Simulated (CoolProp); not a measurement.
Vapour-liquid equilibrium of R22 (1) + R113 (2) at 13.35 °C; x and y are mole fractions of (1).

Computed with CoolProp (multi-fluid Helmholtz-energy mixture model, Kamei 1995 and Marx 1992; pair parameters Bell 2016).

Task: Give the bubble pressure and the first vapour's composition at x = 0.25, 0.45, 0.55. Is there an azeotrope?

Result: x = 0.25: 0.2375 MPa, y = 0.903; x = 0.45: 0.3893 MPa, y = 0.951; x = 0.55: 0.4555 MPa, y = 0.963. No azeotrope shows between x = 0.05 and 0.95.

Pair parameters are fitted to limited data, so mixtures are less certain than the pure fluids. The gap from Raoult's law changes sign with composition, which may be real or a fault of the pair parameters; it wasn't checked against measurements.
